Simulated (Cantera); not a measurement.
## Gas activation for diamond growth

An isothermal, constant-pressure homogeneous reactor starts with 3.16 % CH₄, 95.8 % H₂, 1.05 % CO₂, at 2350 K and 100.0 Torr.

Model: GRI-Mech 3.0 (53 species, 325 reactions), integrated in Cantera. GRI-Mech 3.0 stops at C3 and has no aromatics, soot or wall deposition, so with more carbon than oxygen in the feed, carbon stays in small species such as C2H2 where larger ones or solid carbon would form.

```csv
t (s),x CH₄,x H₂,x CO₂,x C₂H₂,x CH₂O,x CH₂CO
8.00e-5,0.0270,0.950,0.00923,0.000196,7.63e-7,2.03e-8
0.000248,0.0175,0.941,0.00375,0.00388,9.74e-7,3.71e-7
0.000772,0.00526,0.941,7.11e-5,0.0112,4.02e-7,1.07e-6
0.00240,0.00114,0.940,1.79e-5,0.0133,1.09e-7,1.09e-6
0.00744,0.000527,0.938,1.38e-5,0.0121,3.99e-8,6.20e-7
0.0231,0.000227,0.938,3.76e-6,0.0103,5.27e-9,1.22e-7
0.0718,4.44e-5,0.937,4.19e-8,0.00989,1.01e-9,2.52e-9
0.223,3.12e-5,0.937,2.35e-10,0.00990,9.95e-10,9.51e-10
0.692,3.12e-5,0.937,2.35e-10,0.00990,9.95e-10,9.51e-10
2.15,3.12e-5,0.937,2.35e-10,0.00990,9.95e-10,9.51e-10
6.68,3.12e-5,0.937,2.35e-10,0.00990,9.95e-10,9.51e-10
20.7,3.12e-5,0.937,2.35e-10,0.00990,9.95e-10,9.51e-10
64.4,3.12e-5,0.937,2.35e-10,0.00990,9.95e-10,9.51e-10
200,3.12e-5,0.937,2.35e-10,0.00990,9.95e-10,9.51e-10
```
x: mole fraction; the columns are a selection and need not sum to one.

Equilibrium at this temperature and pressure: CH₄ 3.14e-5, H₂ 0.937, CO₂ 2.37e-10, C₂H₂ 0.00990, CH₂O 9.95e-10, CH₂CO 9.57e-10 (gas phase only).
